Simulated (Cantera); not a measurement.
Feed: 1 mol Si₃N₄, 0.074 mol O₂, 280 mol H₂, 0.042 mol N₂O, held at 2073.15 K and 0.130 bar.

Method: chemical equilibrium by Gibbs-energy minimisation in Cantera with the NASA 1993 tables (ideal gas, pure condensed phases). Candidate condensed phases: H₂O, Si, SiO₂, Si₂N₂O, Si₃N₄; 35 gas species. Gases not in the tables: Si₂H₆ and higher silanes. Kinetics and transport are ignored.

Base state: H₂ 0.984, H 0.00724, N₂ 0.00720, Si 0.000768, SiO 0.000670, SiH 0.000158, SiH₂ 0.000156 (mole fractions); condensed: Si(l).

**Question.** What changes in the equilibrium state with this change: pressure from 0.130 bar to 1 atm?

**Answer.** 
| species | before | after |
|---|---|---|
| H₂ | 0.984 | 0.989 |
| N₂ | 0.00720 | 0.00722 |
| H | 0.00724 | 0.00260 |
| Si | 0.000768 | 9.85e-5 |
| SiO | 0.000670 | 0.000672 |
| SiH | 0.000158 | 5.67e-5 |
| SiH₂ | 0.000156 | 0.000157 |
| Si(l), mol | 2.49 | 2.72 |
